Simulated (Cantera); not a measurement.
Input: 1 mol Cu2O, 6.8 mol CO, held at 0.000120 bar.

These are equilibrium values from Cantera (NASA tables, ideal gas, pure condensed phases), not measurements of a reactor. Candidate condensed phases: C, Cu, CuO, Cu2O; 15 gas species. The numbers say what is thermodynamically allowed, not how fast it happens.

log p: log10 of the partial pressure in bar; nothing condenses.

```
T (°C)  log p CO  log p Cu  log p CO2     log p O    log p O2   log p CuO
------  --------  --------  ---------  ----------  ----------  ----------
1602       -4.10     -4.56      -4.87       -7.75       -8.26       -9.61
1652       -4.10     -4.56      -4.87  (withheld)  (withheld)  (withheld)
1702       -4.10     -4.56      -4.87  (withheld)  (withheld)  (withheld)
1752       -4.10     -4.57      -4.88       -6.66       -7.13       -9.11
1802       -4.10     -4.57      -4.89       -6.34       -6.82       -8.98
1852       -4.10     -4.57      -4.92       -6.06       -6.55       -8.86
1902       -4.10     -4.57      -4.96       -5.80       -6.33       -8.77
1952       -4.09     -4.58      -5.03       -5.58       -6.17       -8.72
2002       -4.09     -4.58      -5.12       -5.41       -6.08       -8.69
```

Question: Complete the blanks.

Answer: 
- 1652, log p O: -7.36
- 1652, log p O2: -7.86
- 1652, log p CuO: -9.43
- 1702, log p O: -7.00
- 1702, log p O2: -7.48
- 1702, log p CuO: -9.27
